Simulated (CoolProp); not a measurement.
Vapour-liquid equilibrium of dimethyl ether (1) + R236FA (2) at 0.307 MPa; x and y are mole fractions of (1).

The numbers come from the multi-fluid Helmholtz-energy mixture model, Wu 2011 and Pan 2012; pair parameters Bell 2016 in CoolProp.

```csv
x,"bubble temperature, mixture model (°C)","bubble temperature, Raoult's law (°C)","y, mixture model","y, Raoult's law"
0.05,…,27.0,0.056,0.102
0.125,…,24.5,0.146,0.237
0.2,27.4,22.2,0.243,0.355
0.275,26.4,20.1,0.347,0.457
0.35,25.0,18.0,0.453,0.547
0.425,23.3,16.1,0.558,0.626
0.5,…,14.2,…,0.696
0.575,18.8,12.5,0.748,0.757
0.65,…,10.8,0.824,0.812
0.725,13.4,9.3,0.886,0.861
0.8,10.6,7.8,0.933,0.904
0.875,7.9,6.3,0.967,0.943
0.95,5.5,5.0,0.990,0.979
```

**Question.** Fill in the missing entries.

**Answer.** 
- 0.05, bubble temperature, mixture model (°C): 28.5
- 0.125, bubble temperature, mixture model (°C): 28.1
- 0.5, bubble temperature, mixture model (°C): 21.3
- 0.5, y, mixture model: 0.658
- 0.65, bubble temperature, mixture model (°C): 16.2

The largest gap from Raoult's law is +7.2 K in bubble temperature, at x = 0.425. No azeotrope shows between x = 0.05 and 0.95.

The pair parameters rest on a limited set of measurements; away from them the model extrapolates.
